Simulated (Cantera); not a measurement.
# Thermodynamics of tantalum, niobium, vanadium and zirconium in process gases, feed Nb + O₂ + H₂

A closed system holds: 1 mol Nb, 0.28 mol O₂, 410 mol H₂, held at 0.00133 bar.

Cantera equilibrium calculation (NASA polynomials, part measured and part estimated; ideal gas, pure solids and liquids). Candidate condensed phases: H₂O, Nb, NbO, NbO₂, Nb₂O₅; 12 gas species. Mutual solubility and eutectic melting of coexisting phases are not modelled. NbO: taken at fixed stoichiometry. Condensed phases not in the tables: N, O or C dissolved in the metal. Rates play no part.

```json
[
 {"T (K)": "900", "log p H₂": "-2.88", "log p H": "-11.37", "log p H₂O": "-10.96", "log p NbO": "<-14", "log p NbO₂": "<-14", "log p OH": "<-14", "log p O": "<-14", "log p Nb": "<-14", "n Nb(s)": "0.440", "n NbO(s)": "0.560"},
 {"T (K)": "1100", "log p H₂": "-2.88", "log p H": "-9.03", "log p H₂O": "-9.18", "log p NbO": "<-14", "log p NbO₂": "<-14", "log p OH": "<-14", "log p O": "<-14", "log p Nb": "<-14", "n Nb(s)": "0.440", "n NbO(s)": "0.560"},
 {"T (K)": "1300", "log p H₂": "-2.88", "log p H": "-7.39", "log p H₂O": "-7.97", "log p NbO": "<-14", "log p NbO₂": "<-14", "log p OH": "-14.37", "log p O": "<-14", "log p Nb": "<-14", "n Nb(s)": "0.443", "n NbO(s)": "0.557"},
 {"T (K)": "1500", "log p H₂": "-2.88", "log p H": "-6.19", "log p H₂O": "-7.09", "log p NbO": "-11.99", "log p NbO₂": "-11.60", "log p OH": "-11.95", "log p O": "<-14", "log p Nb": "<-14", "n Nb(s)": "0.465", "n NbO(s)": "0.535"},
 {"T (K)": "1700", "log p H₂": "-2.88", "log p H": "-5.27", "log p H₂O": "-6.43", "log p NbO": "-9.54", "log p NbO₂": "-9.08", "log p OH": "-10.11", "log p O": "-12.60", "log p Nb": "-14.62", "n Nb(s)": "0.554", "n NbO(s)": "0.445"},
 {"T (K)": "1900", "log p H₂": "-2.88", "log p H": "-4.54", "log p H₂O": "-5.92", "log p NbO": "-7.62", "log p NbO₂": "-7.11", "log p OH": "-8.67", "log p O": "-10.45", "log p Nb": "-12.25", "n Nb(s)": "0.835", "n NbO(s)": "0.134"},
 {"T (K)": "2100", "log p H₂": "-2.91", "log p H": "-3.96", "log p H₂O": "-6.05", "log p NbO": "-6.58", "log p NbO₂": "-6.55", "log p OH": "-8.02", "log p O": "-9.22", "log p Nb": "-10.35", "n Nb(s)": "0.824", "n NbO(s)": "0"},
 {"T (K)": "2300", "log p H₂": "-2.99", "log p H": "-3.51", "log p H₂O": "-6.52", "log p NbO": "-6.04", "log p NbO₂": "-6.72", "log p OH": "-7.83", "log p O": "-8.52", "log p Nb": "-8.77", "n Nb(s)": "0.618", "n NbO(s)": "0"}
]
```
log p: log10 of the partial pressure in bar; n: condensed amount in mol.

From 900 K to 1900 K the condensed part is Nb(s) + NbO(s). From 2100 K to 2300 K the condensed part is Nb(s).
